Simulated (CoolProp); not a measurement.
Vapour pressure (bar) of chlorine: the reference equation beside estimates from Tc = 416.9 K, pc = 76.42 bar, ω = 0.070. Clausius-Clapeyron is anchored at 248.9 K with a constant enthalpy of vaporisation of 19.95 kJ/mol.

The numbers come from the reference Helmholtz-energy equation of state, Thol 2021 in CoolProp.

```csv
T (K),reference,Clausius-Clapeyron,Peng-Robinson
245.1,1.305,1.313,1.368
248.9,1.525,1.525,1.590
252.6,1.766,1.756,1.832
256.3,2.035,2.014,2.102
260,2.335,2.301,2.401
263.7,2.667,2.619,2.732
267.4,3.035,2.971,3.097
271.2,3.451,3.368,3.510
274.9,3.897,3.794,3.950
278.6,4.385,4.261,4.431
282.3,4.917,4.770,4.955
286,5.496,5.324,5.525
289.8,6.142,5.943,6.159
293.5,6.824,6.597,6.828
297.2,7.560,7.304,7.550
```

Absolute difference from the reference over all 15 rows, mean and median: Clausius-Clapeyron 2.1 and 2.4 %, Peng-Robinson 2.0 and 1.7 %.
